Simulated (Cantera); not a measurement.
## Hydrocarbon pyrolysis for carbon deposition

A perfectly stirred reactor is fed with C2H6 : H2 = 1 : 18 (molar parts), at 1900 Pa; it is held at 1025 K, and followed from long to short residence time.

Computed with Cantera and GRI-Mech 3.0 (53 species, 325 reactions). GRI-Mech 3.0 stops at C3 and has no aromatics, soot or wall deposition, so with more carbon than oxygen in the feed, carbon stays in small species such as C2H2 where larger ones or solid carbon would form. Radical loss at walls, strong at low pressure, is not modelled.

| τ (s) | x C2H6 | x H2 | x CH2 | x C2H4 | x CH3 |
|---|---|---|---|---|---|
| 1.8 | 0.0321 | 0.946 | <1e-12 | 0.0176 | 8.00e-7 |
| 0.92 | 0.0402 | 0.947 | <1e-12 | 0.0108 | 8.09e-7 |
| 0.47 | 0.0461 | 0.947 | <1e-12 | 0.00571 | 7.07e-7 |
| 0.23 | 0.0499 | 0.947 | <1e-12 | 0.00242 | 4.76e-7 |
| 0.12 | 0.0516 | 0.947 | <1e-12 | 0.000900 | 2.44e-7 |
| 0.060 | 0.0523 | 0.947 | <1e-12 | 0.000259 | 9.74e-8 |
| 0.030 | 0.0526 | 0.947 | <1e-12 | 6.73e-5 | 4.63e-8 |
| 0.015 | 0.0526 | 0.947 | <1e-12 | 1.68e-5 | 3.20e-8 |
| 0.0077 | 0.0526 | 0.947 | <1e-12 | 4.35e-6 | 2.80e-8 |
x: mole fraction; the columns are a selection and need not sum to one.
